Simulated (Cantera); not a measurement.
Mixture: 5.21 % CH4, 0.427 % CO, 17.7 % O2, 66.7 % N2, 9.91 % H2O, equivalence ratio 0.60, at 2.00 bar, adiabatic and at constant pressure. Ignition delay is the time to a rise of 400 K.

Detailed kinetics in Cantera: GRI-Mech 3.0 (53 species, 325 reactions).

Predict: delay at 1000 K; delay at 1075 K; delay at 1150 K; delay at 1225 K; delay at 1300 K; delay at 1375 K; delay at 1450 K; apparent activation energy between 1300 and 1450 K.


```
Property                                                Result
--------------------------------------------------  ----------
delay at 1000 K                                        0.476 s
delay at 1075 K                                        0.137 s
delay at 1150 K                                        45.3 ms
delay at 1225 K                                        16.4 ms
delay at 1300 K                                        6.39 ms
delay at 1375 K                                        2.64 ms
delay at 1450 K                                        1.15 ms
apparent activation energy between 1300 and 1450 K  180 kJ/mol
```
